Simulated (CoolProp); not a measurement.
R404A at several states: fugacity coefficient from the reference equation and from simpler models built on Tc = 72.1 °C, pc = 3735 kPa, ω = 0.293; each cubic takes its own stable root.

Model: reference Helmholtz-energy equation of state, Lemmon 2003, in CoolProp. It is a pseudo-pure fit of the blend.

```csv
T (°C),p (kPa),phase,reference
224.35,156,gas,0.9961
148.65,6530,supercritical,0.7253
14.75,309,gas,0.9431
143.15,2570,gas,0.8773
181.85,34,gas,0.9988
```

Question: How far does each simpler model (van der Waals, Soave-Redlich-Kwong, Peng-Robinson) lie from the reference over these 5 states: mean and median of the absolute difference, and the worst?

Answer: 
- van der Waals: mean 1.2 %, median 0.4 %, worst -3.7 % at 148.65 °C and 6530 kPa
- Soave-Redlich-Kwong: mean 1.1 %, median 0.7 %, worst +3.7 % at 148.65 °C and 6530 kPa
- Peng-Robinson: mean 0.4 %, median 0.3 %, worst -0.9 % at 148.65 °C and 6530 kPa
